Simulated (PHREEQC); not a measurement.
Consider water at 25 °C with 0.015 mol/kgw HF, 0.00012 mol/kgw NaF, 0.0017 mol/kgw H4SiO4 and 0.00048 mol/kgw H2SO4. Closed to the air; pH follows from the charge balance.

Computed with PHREEQC (ion-association model, phreeqc.dat).

No solid was allowed to form.

What pH, ionic strength does the model give?

pH 2.35; ionic strength 0.00695 mol/kgw.

In which forms is F present?

SiF6-2 66 %, HF 29 %, F- 4.7 % of the F.

Species that the database lacks are ignored. SiF6-2 is the database's only silicon fluoride.
